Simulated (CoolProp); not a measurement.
Vapour-liquid equilibrium of ethylene (1) + ethane (2) at 0.0501 MPa; x and y are mole fractions of (1).

Values from CoolProp's multi-fluid Helmholtz-energy mixture model, Smukala 2000 and Bücker 2006; pair parameters Bell 2016.

Task: Give the bubble temperature and the first vapour's composition at x = 0.05, 0.45, 0.75. Is there an azeotrope?

Result: x = 0.05: -102.1 °C, y = 0.130; x = 0.45: -109.1 °C, y = 0.667; x = 0.75: -112.5 °C, y = 0.876. No azeotrope shows between x = 0.05 and 0.95.

The pair parameters rest on a limited set of measurements; away from them the model extrapolates.
